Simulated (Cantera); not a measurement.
**Catalytic combustion on Pt**

An isothermal plug-flow reactor at 575 K and 0.370 bar (inlet), inlet velocity 0.15 m/s, active area per volume 230 1/m; feed CO : O2 : N2 : H2O = 0.0048 : 0.061 : 0.79 : 0.099 (molar parts).

Cantera simulation using Deutschmann's 1995 Pt surface mechanism with GRI-Mech 3.0 gas chemistry; the numbers are that mechanism's predictions, not measurements. Catalytic surfaces can have several steady states; this one follows from the mechanism file's or the stated starting coverage. Mass transfer to the wall is taken as infinitely fast.

```csv
z (m),x CO,x O2,x H2O,x CO2,θ free Pt,θ O*,θ OH*,θ CO*
0.00016,0.00489,0.0638,0.104,0.000142,0.0232,0.0677,0.00424,0.905
0.00031,0.00473,0.0637,0.104,0.000297,0.0254,0.0828,0.00491,0.887
0.0006,0.00426,0.0635,0.104,0.000769,0.0396,0.256,0.0108,0.693
0.0012,0.00403,0.0634,0.104,0.000997,0.00613,0.981,0.00831,0.00427
0.0022,0.00398,0.0634,0.104,0.00105,0.00476,0.985,0.00734,0.00253
0.0043,0.00392,0.0634,0.104,0.00111,0.00386,0.988,0.00662,0.00164
0.0084,0.00384,0.0633,0.104,0.00119,0.00322,0.990,0.00605,0.00111
0.016,0.00373,0.0633,0.104,0.00130,0.00273,0.991,0.00558,0.000778
```
x: gas mole fraction; θ: surface coverage.
